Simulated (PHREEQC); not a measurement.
0.78 g of hydrous ferric oxide (600 m²/g; 0.2 weak and 0.005 strong sites per Fe, Dzombak-Morel constants, diffuse double layer) in 1 kg of water with 0.3 mol/kgw of an inert sodium salt and 1.3e-05 mol/kgw BaCl2, at 25 °C; the pH is set by adding NaOH or the inert anion's acid. Oxygen alone is held at its pressure in air (log pO2 = -0.68). The system is closed to CO2. Precipitation was switched off in this run.

Base run: PHREEQC, ion-association model, wateq4f.dat. Each further column changes one thing. The table gives surface charge σ (C/m²).

```tsv
pH	base	background salt from 0.3 to 0.03 mol/kgw	oxide from 0.78 to 3.9 g/kgw	0.0015 mol/kgw H3BO3 added
3	0.368	0.350	0.368	0.368
3.67	0.359	0.306	0.360	0.359
4.33	0.331	0.233	0.331	0.331
5	0.269	0.158	0.270	0.269
5.67	0.191	0.098	0.191	0.190
6.33	0.121	0.056	0.121	0.121
7	0.066	0.028	0.066	0.066
7.67	0.025	0.010	0.024	0.025
8.33	-0.011	-0.004	-0.012	-0.011
9	-0.050	-0.020	-0.051	-0.050
9.67	-0.099	-0.044	-0.101	-0.099
10.33	-0.163	-0.080	-0.166	-0.163
11	-0.240	-0.135	-0.243	-0.240
```

The oxide is taken as insoluble; below pH 4 it would dissolve.
